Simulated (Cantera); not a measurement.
Feed: 1 mol C2H2, 0.2 mol H2O, 9.4 mol N2, equilibrated at 900 K.

Method: chemical equilibrium by Gibbs-energy minimisation in Cantera with the NASA 1993 tables (ideal gas, pure condensed phases). Candidate condensed phases: C, C6H6, C7H8, C8H18, H2O; 136 gas species. The ideal-gas law is rough above about 30 bar. Kinetics and transport are ignored.

x: gas mole fraction; n: condensed amount in mol.

```tsv
P (Pa)	x N2	x H2	x CH4	x CO	x H2O	x CO2	n C(graphite)
10	0.870	0.111	3.85e-7	0.0185	4.99e-7	___	1.80
160	0.870	0.111	6.16e-6	0.0185	7.98e-6	___	1.80
2500	0.871	0.111	9.58e-5	0.0183	0.000123	___	1.80
40000	0.874	0.107	0.00143	0.0158	0.00164	___	1.81
630000	0.890	0.0798	0.0125	0.00698	0.00853	0.00172	1.78
10000000	0.914	0.0331	0.0342	0.00177	0.0142	0.00174	1.61
```

Question: Some entries are withheld; supply them.

Answer: 
- 10, x CO2: 1.91e-7
- 160, x CO2: 3.06e-6
- 2500, x CO2: 4.68e-5
- 40000, x CO2: 0.000559
